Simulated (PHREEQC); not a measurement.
Solution (20 °C): 0.00065 mol/kgw CaSO4, 0.00061 mol/kgw NaF and 0.0017 mol/kgw KCl. Closed to the air; pH follows from the charge balance.

The numbers come from PHREEQC with the ion-association model, wateq4f.dat.

This is a speciation only: nothing precipitates in the calculation.

Task: Order these Ca species by the share of Ca that they hold, largest first: CaSO4, Ca+2, CaF+.

Result: Ca+2 (94 %), CaSO4 (6.1 %), CaF+ (0.33 %)

Task: Order these S species by the share of S that they hold, largest first: SO4-2, KSO4-, CaSO4, NaSO4-.

Result: SO4-2 (93 %), CaSO4 (6.1 %), KSO4- (0.76 %), NaSO4- (0.21 %)

The pH is 7.20 and the ionic strength 0.00474 mol/kgw. Examples of supersaturated solids here: Fluorite. Others may be too.
